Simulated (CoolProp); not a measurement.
Vapour-liquid equilibrium of carbon dioxide (1) + R152A (2) at 221.9 K; x and y are mole fractions of (1).

The numbers come from the multi-fluid Helmholtz-energy mixture model, Span 1996 and Outcalt 1996; pair parameters Bell 2016 in CoolProp.

| x | bubble pressure, mixture model (bar) | bubble pressure, Raoult's law (bar) | y, mixture model | y, Raoult's law |
|---|---|---|---|---|
| 0.05 | 0.5708 | 0.5666 | 0.569 | 0.572 |
| 0.15 | 1.206 | 1.189 | 0.813 | 0.818 |
| 0.25 | 1.839 | 1.812 | 0.889 | 0.894 |
| 0.35 | 2.462 | 2.435 | 0.926 | 0.932 |
| 0.45 | 3.076 | 3.058 | 0.948 | 0.954 |
| 0.55 | 3.680 | 3.681 | 0.963 | 0.969 |
| 0.65 | 4.281 | 4.304 | 0.974 | 0.979 |
| 0.75 | 4.885 | 4.926 | 0.983 | 0.987 |
| 0.85 | 5.504 | 5.549 | 0.990 | 0.993 |
| 0.95 | 6.148 | 6.172 | 0.997 | 0.998 |

The largest gap from Raoult's law is +1.5 % in bubble pressure, at x = 0.25. No azeotrope shows between x = 0.05 and 0.95.

The pair parameters rest on a limited set of measurements; away from them the model extrapolates. The gap from Raoult's law changes sign with composition, which may be real or a fault of the pair parameters; it wasn't checked against measurements.
